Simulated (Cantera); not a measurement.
A closed system holds: 1 mol PH3, 0.18 mol H2, 0.026 mol O2, equilibrated at 3300 K and 0.00133 bar.

These are equilibrium values from Cantera (NASA tables, ideal gas, pure condensed phases), not measurements of a reactor. Candidate condensed phases: H2O, P, P4O10; 17 gas species. Gases not in the tables: HPO2, HPO3 and P4O6. Rates play no part.

Base state: H 0.761, P 0.219, PO 0.00601, O 0.00586, H2 0.00578, P2 0.00260, PH 0.000116, OH 7.51e-5 (mole fractions); condensed: gas only.

**Question.** What changes in the equilibrium state with this change: pressure from 0.00133 bar to 0.133 bar?

**Answer.** 
```csv
species,before,after
H,0.761,0.511
H2,0.00578,0.261
P,0.219,0.124
P2,0.00260,0.0831
PO,0.00601,0.0153
H2O,1.40e-6,0.000284
PH,0.000116,0.00440
O,0.00586,0.000264
```

**Question.** What changes in the equilibrium state with this change: pressure from 0.00133 bar to 0.0370 bar?

**Answer.** 
```json
[
 {"species": "H", "before": "0.761", "after": "0.655"},
 {"species": "P", "before": "0.219", "after": "0.167"},
 {"species": "H2", "before": "0.00578", "after": "0.119"},
 {"species": "P2", "before": "0.00260", "after": "0.0422"},
 {"species": "PO", "before": "0.00601", "after": "0.0130"},
 {"species": "H2O", "before": "1.40e-6", "after": "8.12e-5"},
 {"species": "PH", "before": "0.000116", "after": "0.00212"},
 {"species": "O", "before": "0.00586", "after": "0.000597"},
 {"species": "OH", "before": "7.51e-5", "after": "0.000183"}
]
```
